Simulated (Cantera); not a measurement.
A freely propagating, adiabatic, planar premixed flame of CH4 : C2H6 : C3H8 : O2 : N2 = 1 : 0.034 : 0.41 : 4.17 : 15.7 (molar parts), unburnt at 400 K and 0.230 bar; mixture-averaged transport, grid criteria slope 0.08 and curve 0.16, no radiation.

Cantera simulation using GRI-Mech 3.0 (53 species, 325 reactions); the numbers are that mechanism's predictions, not measurements. GRI-Mech 3.0 was tuned for natural gas; its chemistry of propane as a main component is partial and can be far from experiment. Burning velocities carry a grid error of a few per cent, more on coarse grids.

Q: What does this change do: N2 15.7 to 12 parts?

A: 
```
quantity                     before     after
------------------------  ---------  --------
laminar burning velocity  92.9 cm/s  128 cm/s
thermal thickness           1.23 mm  0.961 mm
peak x(H)                    0.0141    0.0180
```

Q: What does this change do: 0.27 parts CO2 added?

A: 
| quantity | before | after |
|---|---|---|
| laminar burning velocity | 92.9 cm/s | 87.1 cm/s |
| thermal thickness | 1.23 mm | 1.29 mm |
| peak x(H) | 0.0141 | 0.0131 |

Q: What does this change do: inlet temperature 400 to 500 K?

A: 
```
quantity                     before     after
------------------------  ---------  --------
laminar burning velocity  92.9 cm/s  134 cm/s
thermal thickness           1.23 mm   1.16 mm
peak x(H)                    0.0141    0.0152
```
